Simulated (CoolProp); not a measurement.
A simple Rankine cycle with ammonia: condensing at 323.15 K, boiler at 6.39 MPa, turbine inlet 376.3 K, turbine efficiency 0.85, pump efficiency 0.7, no recuperator. Each further row changes one setting.

The numbers come from the reference Helmholtz-energy equation of state, Gao 2020 in CoolProp.

| case | thermal efficiency (%) | net work (kJ/kg) | heat in (kJ/kg) | turbine exit temperature (K) | volume ratio over the turbine |
|---|---|---|---|---|---|
| as stated | 9.8 | 97.6 | 998 | 323.1 | 3.05 |
| turbine inlet 396.3 K | 10.2 | 113 | 1110 | 323.1 | 2.75 |
| condensing temperature 315.15 K | 11.2 | 116 | 1040 | 315.1 | 3.73 |
| boiler pressure 4.47 MPa | 7.4 | 82.2 | 1120 | 323.1 | 1.97 |
| turbine efficiency 0.75 | 8.5 | 84.9 | 998 | 323.1 | 3.09 |

The expansion ends wet for: as stated; turbine inlet 396.3 K; condensing temperature 315.15 K; boiler pressure 4.47 MPa; turbine efficiency 0.75.
